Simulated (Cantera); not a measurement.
A Cantera script and what it prints.

```python
import numpy as np
import cantera as ct

gas_names = """
    C CH CH2 CH3 CH2OH CH3O CH4 CH3OH CO CO2 COOH C2 C2H CHCO,ketyl C2H2,acetylene C2H2,vinylidene
    CH2CO,ketene C2H3,vinyl CH3CO,acetyl C2H4 C2H4O,ethylen CH3CHO,ethanal CH3COOH (HCOOH)2 C2H5 C2H6
    CH3OCH3 C2H5OH C2O C3 C3H3,propargyl C3H4,allene C3H4,propyne C3H4,cyclo- C3H5,allyl C3H6,propylene
    C3H6,cyclo- C3H6O C3H7,n-propyl C3H7,i-propyl C3H8 C3H8O,1propanol C3H8O,2propanol C3O2 C4 C4H2
    C4H4,1,3-cyclo- C4H6,butadiene C4H6,2-butyne C4H6,cyclo- C4H8,1-butene C4H8,cis2-buten
    C4H8,tr2-butene C4H8,isobutene C4H8,cyclo- (CH3COOH)2 C4H9,n-butyl C4H9,i-butyl C4H9,s-butyl
    C4H9,t-butyl C4H10,isobutane C4H10,n-butane C5 C5H6,1,3cyclo- C5H8,cyclo- C5H10,1-pentene
    C5H10,cyclo- C5H11,pentyl C5H11,t-pentyl C5H12,n-pentane C5H12,i-pentane CH3C(CH3)2CH3 C6H2
    C6H5,phenyl C6H5O,phenoxy C6H6 C6H5OH,phenol C6H10,cyclo- C6H12,1-hexene C6H12,cyclo- C6H13,n-hexyl
    C7H7,benzyl C7H8 C7H8O,cresol C7H14,1-heptene C7H15,n-heptyl C7H16,n-heptane C8H8,styrene
    C8H10,ethylbenz C8H16,1-octene C8H17,n-octyl C8H18,isooctane C8H18,n-octane C9H19,n-nonyl
    C10H8,naphthale C10H21,n-decyl C12H9,o-bipheny C12H10,bipheny H HCO HO2 H2 HCHO,formaldehy HCOOH H2O
    H2O2 O OH O2 O3 Si SiC SiC2 SiC4H12 SiH SiH2 SiH3 SiH4 SiO SiO2 Si2 Si2C Si3
""".split()
cond_names = """
    C(gr) C6H6(L) C7H8(L) C8H18(L),n-octa H2O(s) H2O(L) Si(cr) Si(L) SiC(b) SiO2(Lqz) SiO2(hqz) SiO2(L)
""".split()


def load(file, names, dense=False):
    # The tables refer to 1 bar. Condensed volumes are neglected.
    table = {s.name: s for s in ct.Species.list_from_file(file)}
    out = []
    for n in names:
        d = dict(table[n].input_data)
        d["thermo"] = dict(d["thermo"], **{"reference-pressure": 1e5})
        if dense:
            d["equation-of-state"] = {"model": "constant-volume", "density": "1e6 g/cm^3"}
        out.append(ct.Species.from_dict(d))
    return out


gas = ct.Solution(thermo="ideal-gas", species=load("nasa_gas.yaml", gas_names))
cond = {s.name: ct.Solution(thermo="fixed-stoichiometry", species=[s], name=s.name)
        for s in load("nasa_condensed.yaml", cond_names, dense=True)}
atoms = {
    'SiO2': {'Si': 1, 'O': 2},
    'CO': {'C': 1, 'O': 1},
    'H2': {'H': 2},
}
top_T = {'C(gr)': 4500, 'SiC(b)': 3050}  # K; cautious upper limits of use, not melting points


def equilibrate(T, P, feed):
    n = {}
    for name, mol in feed.items():
        for a, k in atoms[name].items():
            n[a] = n.get(a, 0.0) + k * mol
    gas.TPX = T, P, n
    mass = sum(n.values()) * gas.mean_molecular_weight
    gas.equilibrate("TP")
    valid = [c for c in cond.values() if c.min_temp <= T <= top_T.get(c.name, c.max_temp)]
    mix = ct.Mixture([(gas, mass / gas.mean_molecular_weight)] + [(c, 0.0) for c in valid])
    mix.T, mix.P = T, P
    mix.equilibrate("TP", solver="vcs", rtol=1e-11, max_steps=5000)
    return mix


results = []
T = 848.15  # K
P = 1000  # Pa
for m in [0.78, 1.8, 2.9, 3.9, 5, 6, 7, 8.1, 9.1, 10, 11]:
    feed = {'SiO2': 1, 'CO': 4.9, 'H2': m}  # mol
    mix = equilibrate(T, P, feed)
    results.append((T, P, feed, dict(zip(mix.species_names, mix.species_moles))))
    x = sorted(zip(gas.X, gas.species_names), reverse=True)
    print(f"T = {T:g} K  P = {P:g} Pa  n(H2) = {m:g} mol  gas = {mix.phase_moles(0):.4g} mol")
    print("   x: " + "  ".join(f"{s} {v:.3e}" for v, s in x if v > 1e-06))
    print("   condensed (mol): " + ("  ".join(f"{mix.phase(i).name} {mix.phase_moles(i):.4g}"
          for i in range(1, mix.n_phases) if mix.phase_moles(i) > 1e-12) or "none"))
```

Output:

```
T = 848.15 K  P = 1000 Pa  n(H2) = 0.78 mol  gas = 5.037 mol
   x: CO 7.257e-01  H2 1.467e-01  CO2 1.196e-01  H2O 7.833e-03  CH4 1.376e-04
   condensed (mol): C(gr) 0.6413  SiO2(hqz) 1
T = 848.15 K  P = 1000 Pa  n(H2) = 1.8 mol  gas = 6.09 mol
   x: CO 6.182e-01  H2 2.817e-01  CO2 8.680e-02  H2O 1.281e-02  CH4 5.074e-04
   condensed (mol): C(gr) 0.6036  SiO2(hqz) 1
T = 848.15 K  P = 1000 Pa  n(H2) = 2.9 mol  gas = 7.216 mol
   x: CO 5.342e-01  H2 3.849e-01  CO2 6.483e-02  H2O 1.512e-02  CH4 9.468e-04
   condensed (mol): C(gr) 0.5702  SiO2(hqz) 1
T = 848.15 K  P = 1000 Pa  n(H2) = 3.9 mol  gas = 8.234 mol
   x: CO 4.762e-01  H2 4.551e-01  CO2 5.150e-02  H2O 1.594e-02  CH4 1.324e-03
   condensed (mol): C(gr) 0.5444  SiO2(hqz) 1
T = 848.15 K  P = 1000 Pa  n(H2) = 5 mol  gas = 9.348 mol
   x: H2 5.153e-01  CO 4.257e-01  CO2 4.116e-02  H2O 1.614e-02  CH4 1.697e-03
   condensed (mol): C(gr) 0.5198  SiO2(hqz) 1
T = 848.15 K  P = 1000 Pa  n(H2) = 6 mol  gas = 10.36 mol
   x: H2 5.592e-01  CO 3.885e-01  CO2 3.428e-02  H2O 1.598e-02  CH4 1.999e-03
   condensed (mol): C(gr) 0.5  SiO2(hqz) 1
T = 848.15 K  P = 1000 Pa  n(H2) = 7 mol  gas = 11.37 mol
   x: H2 5.957e-01  CO 3.574e-01  CO2 2.902e-02  H2O 1.566e-02  CH4 2.268e-03
   condensed (mol): C(gr) 0.482  SiO2(hqz) 1
T = 848.15 K  P = 1000 Pa  n(H2) = 8.1 mol  gas = 12.47 mol
   x: H2 6.291e-01  CO 3.286e-01  CO2 2.453e-02  H2O 1.521e-02  CH4 2.530e-03
   condensed (mol): C(gr) 0.464  SiO2(hqz) 1
T = 848.15 K  P = 1000 Pa  n(H2) = 9.1 mol  gas = 13.48 mol
   x: H2 6.550e-01  CO 3.062e-01  CO2 2.130e-02  H2O 1.475e-02  CH4 2.742e-03
   condensed (mol): C(gr) 0.449  SiO2(hqz) 1
T = 848.15 K  P = 1000 Pa  n(H2) = 10 mol  gas = 14.38 mol
   x: H2 6.753e-01  CO 2.886e-01  CO2 1.892e-02  H2O 1.433e-02  CH4 2.915e-03
   condensed (mol): C(gr) 0.4363  SiO2(hqz) 1
T = 848.15 K  P = 1000 Pa  n(H2) = 11 mol  gas = 15.38 mol
   x: H2 6.951e-01  CO 2.713e-01  CO2 1.671e-02  H2O 1.387e-02  CH4 3.088e-03
   condensed (mol): C(gr) 0.4229  SiO2(hqz) 1
```

Equilibrium computed with Cantera from the NASA thermochemical tables; the gas is ideal and each condensed phase is pure.
